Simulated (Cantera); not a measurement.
Cantera run:

```python
import numpy as np
import cantera as ct

gas_names = """
    C CH CH2 CH3 CH2OH CH3O CH4 CH3OH CO CO2 COOH C2 C2H CHCO,ketyl C2H2,acetylene C2H2,vinylidene
    CH2CO,ketene C2H3,vinyl CH3CO,acetyl C2H4 C2H4O,ethylen CH3CHO,ethanal CH3COOH (HCOOH)2 C2H5 C2H6
    CH3OCH3 C2H5OH C2O C3 C3H3,propargyl C3H4,allene C3H4,propyne C3H4,cyclo- C3H5,allyl C3H6,propylene
    C3H6,cyclo- C3H6O C3H7,n-propyl C3H7,i-propyl C3H8 C3H8O,1propanol C3H8O,2propanol C3O2 C4 C4H2
    C4H4,1,3-cyclo- C4H6,butadiene C4H6,2-butyne C4H6,cyclo- C4H8,1-butene C4H8,cis2-buten
    C4H8,tr2-butene C4H8,isobutene C4H8,cyclo- (CH3COOH)2 C4H9,n-butyl C4H9,i-butyl C4H9,s-butyl
    C4H9,t-butyl C4H10,isobutane C4H10,n-butane C5 C5H6,1,3cyclo- C5H8,cyclo- C5H10,1-pentene
    C5H10,cyclo- C5H11,pentyl C5H11,t-pentyl C5H12,n-pentane C5H12,i-pentane CH3C(CH3)2CH3 C6H2
    C6H5,phenyl C6H5O,phenoxy C6H6 C6H5OH,phenol C6H10,cyclo- C6H12,1-hexene C6H12,cyclo- C6H13,n-hexyl
    C7H7,benzyl C7H8 C7H8O,cresol C7H14,1-heptene C7H15,n-heptyl C7H16,n-heptane C8H8,styrene
    C8H10,ethylbenz C8H16,1-octene C8H17,n-octyl C8H18,isooctane C8H18,n-octane C9H19,n-nonyl
    C10H8,naphthale C10H21,n-decyl C12H9,o-bipheny C12H10,bipheny H HCO HO2 H2 HCHO,formaldehy HCOOH H2O
    H2O2 Na NaH NaO NaOH Na2 Na2O Na2O2H2 O OH O2 O3
""".split()
cond_names = """
    C(gr) C6H6(L) C7H8(L) C8H18(L),n-octa H2O(s) H2O(L) Na(cr) Na(L) NaOH(a) NaOH(L) NaO2(s) Na2CO3(I)
    Na2CO3(II) Na2CO3(L) Na2O(c) Na2O(a) Na2O(L) Na2O2(a) Na2O2(b)
""".split()


def load(file, names, dense=False):
    # The tables refer to 1 bar. Condensed volumes are neglected.
    table = {s.name: s for s in ct.Species.list_from_file(file)}
    out = []
    for n in names:
        d = dict(table[n].input_data)
        d["thermo"] = dict(d["thermo"], **{"reference-pressure": 1e5})
        if dense:
            d["equation-of-state"] = {"model": "constant-volume", "density": "1e6 g/cm^3"}
        out.append(ct.Species.from_dict(d))
    return out


gas = ct.Solution(thermo="ideal-gas", species=load("nasa_gas.yaml", gas_names))
cond = {s.name: ct.Solution(thermo="fixed-stoichiometry", species=[s], name=s.name)
        for s in load("nasa_condensed.yaml", cond_names, dense=True)}
atoms = {
    'Na2CO3': {'Na': 2, 'C': 1, 'O': 3},
    'H2': {'H': 2},
}
top_T = {'C(gr)': 4500, 'NaO2(s)': 800, 'Na2O2(b)': 940}  # K; cautious upper limits of use, not melting points


def equilibrate(T, P, feed):
    n = {}
    for name, mol in feed.items():
        for a, k in atoms[name].items():
            n[a] = n.get(a, 0.0) + k * mol
    gas.TPX = T, P, n
    mass = sum(n.values()) * gas.mean_molecular_weight
    gas.equilibrate("TP")
    valid = [c for c in cond.values() if c.min_temp <= T <= top_T.get(c.name, c.max_temp)]
    mix = ct.Mixture([(gas, mass / gas.mean_molecular_weight)] + [(c, 0.0) for c in valid])
    mix.T, mix.P = T, P
    mix.equilibrate("TP", solver="vcs", rtol=1e-11, max_steps=5000)
    return mix


results = []
feed = {'Na2CO3': 1, 'H2': 0.85}  # mol
P = 83000  # Pa
for T in [1550, 1600, 1650, 1700, 1750, 1800, 1850]:
    mix = equilibrate(T, P, feed)
    results.append((T, P, feed, dict(zip(mix.species_names, mix.species_moles))))

top = {s: max(r[3][s] / sum(r[3][g] for g in gas_names) for r in results) for s in gas_names}
cols = sorted((s for s in top if top[s] > 1e-06), key=lambda s: -top[s])[:9]
seen = [c for c in cond_names if any(r[3].get(c, 0) > 1e-12 for r in results)]
print("log10 of partial pressures in bar; condensed amounts in mol")
print(f"{'T/K':>10s}" + "".join(f"{s[:9]:>10s}" for s in cols + seen))
for T, P, feed, n in results:
    ng = sum(n[g] for g in gas_names)
    print(f"{T:10.4g}" + "".join(f"{np.log10(max(n[s] / ng * P / 1e5, 1e-99)):10.3f}" for s in cols)
          + "".join(f"{n.get(c, 0):10.4g}" for c in seen))
```

Result:

```
log10 of partial pressures in bar; condensed amounts in mol
       T/K        H2        Na       H2O       CO2      NaOH        CO       Na2       NaH   Na2O2H2 Na2CO3(L)
      1550    -0.475    -0.759    -0.797    -1.787    -1.321    -1.019    -3.246    -3.256    -3.689    0.8165
      1600    -0.639    -0.681    -0.741    -1.536    -1.162    -0.955    -3.171    -3.243    -3.596    0.7332
      1650    -0.856    -0.623    -0.721    -1.302    -1.028    -0.931    -3.133    -3.278    -3.540    0.6228
      1700    -1.136    -0.584    -0.741    -1.092    -0.917    -0.954    -3.127    -3.362    -3.519    0.4831
      1750    -1.485    -0.558    -0.805    -0.915    -0.827    -1.035    -3.144    -3.496    -3.528    0.3121
      1800    -1.908    -0.542    -0.917    -0.776    -0.755    -1.186    -3.177    -3.678    -3.559    0.1091
      1850    -2.162    -0.535    -0.985    -0.722    -0.729    -1.296    -3.225    -3.785    -3.676         0
```

These are equilibrium values from Cantera (NASA tables, ideal gas, pure condensed phases), not measurements of a reactor.
